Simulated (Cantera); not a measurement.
Input: 1 mol Fe2O3, 1.7 mol CO, 17 mol N2, equilibrated at 2375 K and 10000 Pa.

Equilibrium computed with Cantera from the NASA thermochemical tables; the gas is ideal and each condensed phase is pure. Candidate condensed phases: C, Fe, Fe(CO)5, FeO, Fe2O3, Fe3O4; 27 gas species. The tables' stoichiometric FeO is somewhat more stable than real wüstite, so its field is too wide. FeO: taken at fixed stoichiometry. Kinetics and transport are ignored.

Base state: N2 0.891, CO2 0.0478, CO 0.0414, Fe 0.00880, O2 0.00450, NO 0.00284, FeO 0.00251, O 0.00161 (mole fractions); condensed: FeO(l).

Task: What changes in the equilibrium state with this change: temperature from 2375 K to 1925 K?

Result: 
```csv
species,before,after
N2,0.891,0.909
CO2,0.0478,0.0535
CO,0.0414,0.0374
Fe,0.00880,0.000114
O2,0.00450,9.74e-6
O,0.00161,3.63e-6
"FeO(l), mol",1.78,2.00
```
